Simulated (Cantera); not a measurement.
**Reactions in the system C-F**

Standard-state values (1 bar) from the NASA 1993 polynomials, evaluated with Cantera. Values are per mole of reaction as written; species without (g) are pure solids or liquids, kept so even where they would boil at 1 bar. The tables' values for C₂F₄ are old estimates.

3 C₂F₄(g) = 4 CF₃(g) + 2 C

```
T (K)  ΔH° (kJ)  ΔS° (J/K)  ΔG° (kJ)  log10 K
-----  --------  ---------  --------  -------
300        94.5      171.5      43.0    -7.49
748        86.1      153.7     -28.8     2.01
898        84.0      151.1     -51.7     3.00
1048       82.0      149.0     -74.2     3.70
1198       80.0      147.2     -96.4     4.20
1348       78.0      145.6    -118.3     4.59
1498       75.9      144.2    -140.1     4.88
1648       73.9      142.9    -161.6     5.12
1798       71.9      141.8    -183.0     5.32
1948       69.9      140.7    -204.1     5.47
2098       68.0      139.7    -225.2     5.61
```
